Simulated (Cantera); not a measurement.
Feed: 1 mol CS2, 3.5 mol H2O, 2.7 mol O2, held at 8300 Pa.

Cantera equilibrium calculation (NASA polynomials, part measured and part estimated; ideal gas, pure solids and liquids). Candidate condensed phases: C, C6H6, C7H8, C8H18, H2O, H2SO4, S; 123 gas species. Rates play no part.

x: gas mole fraction; nothing condenses.

```json
[
 {"T (K)": "2225", "x H2O": "0.488", "x H": "0.00441", "x O": "0.000643", "x SO2": "0.288", "x CO2": "0.107", "x OH": "0.00810", "x SO": "0.0159", "x H2": "0.0385", "x CO": "0.0453", "x O2": "0.00343", "x S": "0.000253"},
 {"T (K)": "2375", "x H2O": "0.463", "x H": "0.0104", "x O": "0.00296", "x SO2": "0.276", "x CO2": "0.0953", "x OH": "0.0191", "x SO": "0.0220", "x H2": "0.0448", "x CO": "0.0539", "x O2": "0.0127", "x S": "0.000471"},
 {"T (K)": "2525", "x H2O": "0.415", "x H": "0.0232", "x O": "0.00963", "x SO2": "0.252", "x CO2": "0.0771", "x OH": "0.0361", "x SO": "0.0332", "x H2": "0.0570", "x CO": "0.0663", "x O2": "0.0287", "x S": "0.00109"},
 {"T (K)": "2675", "x H2O": "0.346", "x H": "0.0481", "x O": "0.0247", "x SO2": "0.216", "x CO2": "0.0564", "x OH": "0.0577", "x SO": "0.0493", "x H2": "0.0720", "x CO": "0.0782", "x O2": "0.0480", "x S": "0.00263"},
 {"T (K)": "2825", "x H2O": "(withheld)", "x H": "(withheld)", "x O": "(withheld)", "x SO2": "(withheld)", "x CO2": "(withheld)", "x OH": "(withheld)", "x SO": "(withheld)", "x H2": "0.0844", "x CO": "0.0853", "x O2": "(withheld)", "x S": "(withheld)"},
 {"T (K)": "2975", "x H2O": "0.169", "x H": "0.150", "x O": "0.0991", "x SO2": "0.118", "x CO2": "0.0225", "x OH": "0.0941", "x SO": "0.0841", "x H2": "0.0876", "x CO": "0.0859", "x O2": "0.0756", "x S": "0.0126"},
 {"T (K)": "3125", "x H2O": "(withheld)", "x H": "(withheld)", "x O": "(withheld)", "x SO2": "(withheld)", "x CO2": "(withheld)", "x OH": "0.0942", "x SO": "0.0906", "x H2": "(withheld)", "x CO": "0.0811", "x O2": "0.0742", "x S": "(withheld)"},
 {"T (K)": "3275", "x H2O": "0.0399", "x H": "0.287", "x O": "0.233", "x SO2": "0.0350", "x CO2": "0.00642", "x OH": "0.0793", "x SO": "0.0841", "x H2": "0.0581", "x CO": "0.0742", "x O2": "0.0622", "x S": "0.0391"},
 {"T (K)": "3425", "x H2O": "0.0146", "x H": "0.334", "x O": "0.299", "x SO2": "0.0146", "x CO2": "0.00323", "x OH": "0.0574", "x SO": "0.0671", "x H2": "0.0375", "x CO": "0.0678", "x O2": "0.0450", "x S": "0.0574"}
]
```

What belongs in the gaps?


- 2825, x H2O: 0.260
- 2825, x H: 0.0900
- 2825, x O: 0.0532
- 2825, x SO2: 0.170
- 2825, x CO2: 0.0374
- 2825, x OH: 0.0796
- 2825, x SO: 0.0680
- 2825, x O2: 0.0655
- 2825, x S: 0.00603
- 3125, x H2O: 0.0910
- 3125, x H: 0.221
- 3125, x O: 0.162
- 3125, x SO2: 0.0702
- 3125, x CO2: 0.0124
- 3125, x H2: 0.0778
- 3125, x S: 0.0236
